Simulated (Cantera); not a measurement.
An isothermal, constant-pressure homogeneous reactor starts with H₂ : O₂ = 0.17 : 1 (molar parts), equivalence ratio 0.085, at 925 K and 1900 Pa.

Computed with Cantera and the H2/O2 subset of GRI-Mech 3.0, which has no nitrogen chemistry. Radical loss at walls, strong at low pressure, is not modelled. Below about 950 K walls govern HO2 and H2O2 in real vessels. The temperature is held fixed by assumption; the heat of reaction is taken as removed at once.

x: mole fraction; the columns are a selection and need not sum to one.

```csv
t (s),x H₂,x O₂,x H₂O₂,x H,x H₂O,x HO₂,x O
9.00e-6,0.145,0.855,<1e-12,1.64e-12,<1e-12,1.68e-12,<1e-12
2.92e-5,0.145,0.855,<1e-12,5.15e-12,<1e-12,5.47e-12,<1e-12
9.48e-5,0.145,0.855,<1e-12,1.66e-11,2.75e-12,1.79e-11,3.67e-12
0.000308,0.145,0.855,<1e-12,7.57e-11,5.62e-11,5.99e-11,3.54e-11
0.000999,0.145,0.855,<1e-12,1.97e-9,3.05e-9,2.95e-10,1.16e-9
0.00324,0.145,0.855,5.19e-10,4.05e-5,6.70e-5,2.08e-6,2.39e-5
0.0105,(withheld),0.837,(withheld),(withheld),0.149,(withheld),(withheld)
0.0342,0.000340,0.843,3.68e-7,2.72e-5,0.156,6.98e-6,0.000254
0.111,5.29e-5,0.843,1.71e-7,1.08e-6,0.157,1.66e-6,3.00e-5
0.360,(withheld),0.843,(withheld),(withheld),0.157,(withheld),(withheld)
1.17,4.55e-7,0.843,2.42e-8,3.28e-9,0.157,4.98e-8,6.31e-7
3.80,2.64e-8,0.843,8.55e-9,2.75e-10,0.157,1.00e-8,1.24e-7
12.3,3.68e-9,0.843,3.13e-9,3.31e-11,0.157,2.58e-9,3.05e-8
40.0,8.94e-10,0.843,1.14e-9,4.72e-12,0.157,7.61e-10,8.34e-9
```

Question: Fill in the missing entries.

Answer: 
- 0.0105, x H₂: 0.00370
- 0.0105, x H₂O₂: 7.48e-7
- 0.0105, x H: 0.00414
- 0.0105, x HO₂: 2.31e-5
- 0.0105, x O: 0.00473
- 0.360, x H₂: 6.18e-6
- 0.360, x H₂O₂: 6.73e-8
- 0.360, x H: 5.62e-8
- 0.360, x HO₂: 3.03e-7
- 0.360, x O: 4.11e-6
